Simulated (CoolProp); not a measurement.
R1336mzz(E) at several states: density (kg/m³) from the reference equation and from simpler models built on Tc = 403.5 K, pc = 27.79 bar, ω = 0.413; each cubic takes its own stable root.

The numbers come from the reference Helmholtz-energy equation of state, Akasaka 2023 in CoolProp.

```
T (K)  p (bar)  phase  reference
-----  -------  -----  ---------
320.1     2.56    gas      17.16
273.2    0.105    gas     0.7624
398.1     11.7    gas      70.64
294.1    0.246    gas      1.667
```

Question: How far does each simpler model (ideal gas, van der Waals, Soave-Redlich-Kwong, Peng-Robinson) lie from the reference over these 4 states: mean and median of the absolute difference, and the worst?

Answer: 
- ideal gas: mean 6.9 %, median 4.5 %, worst -17.9 % at 398.1 K and 11.7 bar
- van der Waals: mean 1.9 %, median 1.8 %, worst -3.7 % at 398.1 K and 11.7 bar
- Soave-Redlich-Kwong: mean 0.5 %, median 0.5 %, worst -1.1 % at 398.1 K and 11.7 bar
- Peng-Robinson: mean 0.3 %, median 0.2 %, worst +0.8 % at 398.1 K and 11.7 bar
